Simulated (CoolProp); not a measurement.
The numbers come from the reference Helmholtz-energy equation of state, Zhou 2012 in CoolProp.

Task: For o-xylene, give the phase and the cv (kJ/(kg K)), Joule-Thomson coefficient (K/MPa), isothermal compressibility (1/MPa), expansivity (1/kK) at 306.85 °C and 51.8 bar; 33.75 °C and 30.6 bar.

Result: 
- 306.85 °C and 51.8 bar: liquid; cv 2.25, Joule-Thomson coefficient 0.397, isothermal compressibility 0.0134, expansivity 2.87
- 33.75 °C and 30.6 bar: liquid; cv 1.40, Joule-Thomson coefficient -0.453, isothermal compressibility 0.000832, expansivity 0.958
